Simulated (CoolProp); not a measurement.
Computed with CoolProp (reference Helmholtz-energy equation of state, Lemmon 2006). It is a short technical equation, of lower accuracy than the large ones.

Give the vapour pressure (MPa), enthalpy of vaporisation (kJ/kg), vapour Z of saturated acetone at 103.25, 126.95, 150.65 °C.


```json
[
 {"T (°C)": "103.25", "p (MPa)": "0.404", "enthalpy of vaporisation (kJ/kg)": "444", "vapour Z": "0.880"},
 {"T (°C)": "126.95", "p (MPa)": "0.707", "enthalpy of vaporisation (kJ/kg)": "411", "vapour Z": "0.831"},
 {"T (°C)": "150.65", "p (MPa)": "1.16", "enthalpy of vaporisation (kJ/kg)": "371", "vapour Z": "0.769"}
]
```
